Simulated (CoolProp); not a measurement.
A Linde-Hampson liquefier for carbon monoxide: isothermal reversible compression at 300 K from 1 atm to 5 MPa, throttling to 1 atm, return gas leaving the recuperator 5 K below the feed. Each further row changes one setting.

Computed with CoolProp (reference Helmholtz-energy equation of state, Lemmon 2006). It is a short technical equation, of lower accuracy than the large ones.

| case | liquid yield per pass | compression work (kJ/kg of gas) |
|---|---|---|
| as stated | ? | 346 |
| high pressure 10 MPa | ? | ? |
| warm-end temperature 330 K | ? | 382 |
| warm-end gap 10 K | 0.004 | 346 |

**Question.** Complete the blanks.

**Answer.** 
- as stated, liquid yield per pass: 0.016
- high pressure 10 MPa, liquid yield per pass: 0.040
- high pressure 10 MPa, compression work (kJ/kg of gas): 407
- warm-end temperature 330 K, liquid yield per pass: 0.010
